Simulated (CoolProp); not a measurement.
R1123 along the isotherm 82.25 °C: fugacity coefficient from the reference equation and from simpler models built on Tc = 58.6 °C, pc = 45.49 bar, ω = 0.243; each cubic takes its own stable root.

Computed with CoolProp (reference Helmholtz-energy equation of state, Akasaka 2020).

| p (bar) | phase | reference | van der Waals | Redlich-Kwong | Soave-Redlich-Kwong | Peng-Robinson |
|---|---|---|---|---|---|---|
| 22.2 | gas | 0.8690 | … | 0.8677 | 0.8722 | 0.8576 |
| 44.4 | gas | 0.7439 | 0.7568 | 0.7410 | 0.7505 | 0.7268 |
| 66.7 | supercritical | 0.6199 | 0.6231 | 0.6143 | 0.6316 | 0.6044 |
| 88.9 | supercritical | 0.5162 | 0.5266 | 0.5155 | 0.5354 | 0.5078 |
| 111 | supercritical | 0.4488 | 0.4685 | 0.4527 | 0.4722 | 0.4443 |
| 133 | supercritical | 0.4038 | 0.4313 | 0.4107 | 0.4296 | 0.4011 |
| 156 | supercritical | 0.3709 | 0.4056 | … | 0.3984 | 0.3691 |
| 178 | supercritical | 0.3480 | 0.3892 | … | 0.3769 | … |
| 200 | supercritical | 0.3310 | 0.3783 | 0.3434 | 0.3611 | 0.3298 |

Question: Fill in the missing entries.

Answer: 
- 22.2, van der Waals: 0.8787
- 156, Redlich-Kwong: 0.3801
- 178, Redlich-Kwong: 0.3590
- 178, Peng-Robinson: 0.3467
